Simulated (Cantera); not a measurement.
Feed: 1 mol Fe₃O₄, 0.98 mol CO, 17 mol H₂, at 1 atm.

Cantera equilibrium calculation (NASA polynomials, part measured and part estimated; ideal gas, pure solids and liquids). Candidate condensed phases: C, C₆H₆, C₇H₈, C₈H₁₈, Fe, Fe(CO)₅, FeO, Fe(OH)₂, Fe(OH)₃, Fe₂O₃, Fe₃O₄, H₂O; 114 gas species. Kinetics and transport are ignored.

### Question
At 1300 K, list the 4 most abundant gas species with their mole fractions, and the condensed phases.

### Answer
H₂ 0.731, H₂O 0.215, CO 0.0467, CO₂ 0.00779. Condensed: Fe(γ).
